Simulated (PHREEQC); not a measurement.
Consider water at 25 °C with 0.0029 mol CdCl2, 6.4e-05 mol KCl and 0.0014 mol FeSO4 per kg of water. Closed to the air; pH follows from the charge balance.

The numbers come from PHREEQC with the ion-association model, wateq4f.dat.

This is a speciation only: nothing precipitates in the calculation.

Problem. Order these S species by the share of S that they hold, largest first: CdSO4, Cd(SO4)2-2, SO4-2, FeSO4.

Solution. SO4-2 (74 %), CdSO4 (18 %), FeSO4 (7.3 %), Cd(SO4)2-2 (0.41 %)

Problem. Order these Cl species by the share of Cl that they hold, largest first: Cl-, CdCl+, CdCl2, FeCl+.

Solution. Cl- (89 %), CdCl+ (11 %), CdCl2 (0.38 %), FeCl+ (0.10 %)

The pH is 6.12 and the ionic strength 0.0116 mol/kgw.
